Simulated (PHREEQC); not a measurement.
A solution holds 0.35 mol NaH2PO4 and 0.087 mol HNO3 per kg of water, at 25 °C. Closed to the air; pH follows from the charge balance.

The numbers come from PHREEQC with the ion-association model, phreeqc.dat.

```csv
quantity,before,after
pH,2.49,1.32
H2PO4- (mol/kgw),0.267,0.00543
HPO4-2 (mol/kgw),1.51e-5,1.46e-8
NaHPO4- (mol/kgw),2.55e-6,3.82e-10
```

Q: What was changed between the two runs?
A. temperature from 25 to 55 °C
B. HNO3 from 0.087 to 0.0174 mol/kgw
C. NaH2PO4 from 0.35 to 0.035 mol/kgw
D. diluted 5-fold with water
E. diluted 100-fold with water

A: C, NaH2PO4 from 0.35 to 0.035 mol/kgw

Precipitation was switched off in this run.
